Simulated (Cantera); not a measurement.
**FeS + SO₃ + N₂ (roasting and sulfation)**

Feed: 1 mol FeS, 4.1 mol SO₃, 34 mol N₂, at 2330 Torr.

Equilibrium computed with Cantera from the NASA thermochemical tables; the gas is ideal and each condensed phase is pure. Candidate condensed phases: Fe, FeO, FeS, FeSO₄, FeS₂, Fe₂O₃, Fe₂(SO₄)₃, Fe₃O₄, S; 19 gas species. The numbers say what is thermodynamically allowed, not how fast it happens.

From 1075 K to 1525 K the condensed part is Fe₂O₃(s). From 1575 K to 1625 K the condensed part is Fe₃O₄(s).

| T (K) | log p N₂ | log p SO₂ | log p SO₃ | log p O₂ | log p NO | log p SO | log p O | n Fe₂O₃(s) | n Fe₃O₄(s) |
|---|---|---|---|---|---|---|---|---|---|
| 1075 | 0.43 | -0.43 | -1.54 | -2.03 | -4.58 | -10.03 | -9.90 | 0.500 | 0 |
| 1125 | 0.43 | -0.42 | -1.67 | -1.89 | -4.31 | -9.44 | -9.28 | 0.500 | 0 |
| 1175 | 0.43 | -0.41 | -1.81 | -1.80 | -4.09 | -8.88 | -8.73 | 0.500 | 0 |
| 1225 | 0.43 | -0.41 | -1.96 | -1.74 | -3.89 | -8.35 | -8.25 | 0.500 | 0 |
| 1275 | 0.43 | -0.40 | -2.10 | -1.71 | -3.72 | -7.86 | -7.81 | 0.500 | 0 |
| 1325 | 0.43 | -0.40 | -2.23 | -1.69 | -3.57 | -7.40 | -7.40 | 0.500 | 0 |
| 1375 | 0.43 | -0.40 | -2.36 | -1.67 | -3.43 | -6.98 | -7.03 | 0.500 | 0 |
| 1425 | 0.43 | -0.40 | -2.48 | -1.66 | -3.31 | -6.58 | -6.69 | 0.500 | 0 |
| 1475 | 0.43 | -0.40 | -2.60 | -1.66 | -3.19 | -6.20 | -6.37 | 0.500 | 0 |
| 1525 | 0.43 | -0.40 | -2.71 | -1.65 | -3.08 | -5.85 | -6.07 | 0.500 | 0 |
| 1575 | 0.43 | -0.40 | -2.76 | -1.54 | -2.93 | -5.58 | -5.74 | 0 | 0.333 |
| 1625 | 0.43 | -0.40 | -2.85 | -1.54 | -2.83 | -5.27 | -5.48 | 0 | 0.333 |
log p: log10 of the partial pressure in bar; n: condensed amount in mol.
